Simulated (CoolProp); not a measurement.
Saturation properties of dimethyl carbonate (Tc = 557.0 K, pc = 4.909 MPa, ω = 0.346).

The numbers come from the reference Helmholtz-energy equation of state, Zhou 2011 in CoolProp.

```
T (K)  p (MPa)  liquid density (kg/m³)  vapour density (kg/m³)  surface tension (mN/m)
-----  -------  ----------------------  ----------------------  ----------------------
307.8  0.01170                    1050                  0.4141                    27.0
316.9  0.01776                    1038                  0.6119                    25.6
326.1  0.02632                    1026                  0.8836                    24.3
335.2  0.03785                    1013                   1.241                    22.9
344.4  0.05340                    1001                   1.711                    21.6
353.5  0.07349                   987.9                   2.305                    20.4
362.6  0.09922                   974.9                   3.052                    19.1
371.8   0.1320                   961.7                   3.988                    17.9
```

It boils at 363.3 K under 1 atm.

Surface tension comes from a separate correlation (Mulero 2014).
